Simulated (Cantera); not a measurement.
## Adiabatic ignition

An adiabatic, constant-volume homogeneous reactor starts with CH₄ : C₂H₆ : C₃H₈ : O₂ : N₂ = 1 : 0.24 : 0.21 : 7.34 : 27.6 (molar parts), at 1675 K and 1000000 Pa.

Model: GRI-Mech 3.0 (53 species, 325 reactions), integrated in Cantera. GRI-Mech 3.0 was tuned for natural gas; its chemistry of propane as a main component is partial and can be far from experiment.

```csv
t (s),T (K),P (bar),x CH₄,x C₂H₆,x C₃H₈,x CH₃,x O₂
2.00e-6,1675,10.0,0.0264,0.00559,0.00427,0.00127,0.199
5.73e-6,2068,12.8,0.00885,0.000142,7.98e-6,0.00238,0.154
1.64e-5,2857,17.4,<1e-12,<1e-12,<1e-12,<1e-12,0.0913
4.70e-5,2851,17.4,<1e-12,<1e-12,<1e-12,<1e-12,0.0897
0.000135,2839,17.3,<1e-12,<1e-12,<1e-12,<1e-12,0.0865
0.000385,2824,17.2,<1e-12,<1e-12,<1e-12,<1e-12,0.0825
0.00110,2818,17.1,<1e-12,<1e-12,<1e-12,<1e-12,0.0810
0.00316,2818,17.1,<1e-12,<1e-12,<1e-12,<1e-12,0.0810
0.00906,2818,17.1,<1e-12,<1e-12,<1e-12,<1e-12,0.0810
0.0259,2818,17.1,<1e-12,<1e-12,<1e-12,<1e-12,0.0810
0.0743,2818,17.1,<1e-12,<1e-12,<1e-12,<1e-12,0.0810
0.213,2818,17.1,<1e-12,<1e-12,<1e-12,<1e-12,0.0810
0.610,2818,17.1,<1e-12,<1e-12,<1e-12,<1e-12,0.0810
1.75,2818,17.1,<1e-12,<1e-12,<1e-12,<1e-12,0.0810
5.00,2818,17.1,<1e-12,<1e-12,<1e-12,<1e-12,0.0810
```
x: mole fraction; the columns are a selection and need not sum to one.

```json
{
  "time_of_steepest_temperature_rise": "5.99 µs",
  "temperature at 5.00 s": "2818 K",
  "equilibrium_temperature": "2818 K",
  "x(CH₄) at 5.00 s": "<1e-12 (gas-phase equilibrium <1e-12)",
  "x(C₂H₆) at 5.00 s": "<1e-12 (gas-phase equilibrium <1e-12)",
  "x(C₃H₈) at 5.00 s": "<1e-12 (gas-phase equilibrium <1e-12)"
}
```
